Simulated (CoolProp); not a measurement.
Aqueous methanol as a coolant, at 25 °C, 1 atm.

Values from CoolProp's Melinder's fits for secondary coolants.

| mass % | freezing point (°C) | cp (kJ/(kg K)) | viscosity (mPa s) | density (kg/m³) | Prandtl number |
|---|---|---|---|---|---|
| 5.1 | -3.1 | ___ | 1.02 | 988.1 | 7.42 |
| 10 | -6.5 | 4.187 | 1.14 | 980.2 | 8.78 |
| 14.9 | -10.5 | 4.156 | 1.27 | 972.7 | 10.2 |
| 19.8 | -14.9 | 4.114 | 1.38 | 965.2 | 11.6 |
| 24.6 | -19.7 | 4.066 | 1.47 | 957.8 | 12.9 |
| 29.5 | -25.1 | 4.009 | 1.54 | 949.8 | ___ |
| 34.4 | -31.1 | 3.941 | 1.58 | 941.6 | 15.0 |
| 39.2 | -37.6 | 3.860 | 1.59 | 933.1 | 15.7 |
| 44.1 | -44.8 | 3.763 | 1.58 | ___ | 16.0 |
| 49 | -52.8 | 3.651 | 1.54 | 914.4 | 16.1 |
| 53.9 | -61.4 | 3.535 | 1.49 | 904.3 | 15.9 |
| 58.7 | -70.5 | 3.433 | 1.43 | 893.7 | 15.6 |

Fill in the missing entries.


- 5.1, cp (kJ/(kg K)): 4.195
- 29.5, Prandtl number: 14.0
- 44.1, density (kg/m³): 924.0
